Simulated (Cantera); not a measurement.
A closed system holds: 1 mol CH3SiH3, 0.046 mol C2H2, 66 mol H2, at 2525 K and 0.580 bar.

Cantera equilibrium calculation (NASA polynomials, part measured and part estimated; ideal gas, pure solids and liquids). Candidate condensed phases: C, C6H6, C7H8, C8H18, Si, SiC; 87 gas species. The feed counts by its element totals alone. Gases not in the tables: Si2H6 and higher silanes. Equilibrium is a limit: real reactors are often held back by kinetics, nucleation or transport.

Question: What is the equilibrium state?

Answer: 
```json
{
  "x(H2)": "0.953",
  "x(H)": "0.0359",
  "x(Si)": "0.00442",
  "x(C2H2 (acetylene))": "0.00366",
  "x(SiH)": "0.000837",
  "x(Si2C)": "0.000675",
  "x(SiH2)": "0.000479",
  "x(SiC2)": "0.000394",
  "x(Si2)": "5.50e-5",
  "n(SiC(s))": "0.462 mol",
  "gas_amount": "70.74 mol",
  "log10 activity of C(graphite) (absent)": "-0.25",
  "log10 activity of Si(l) (absent)": "-0.35"
}
```
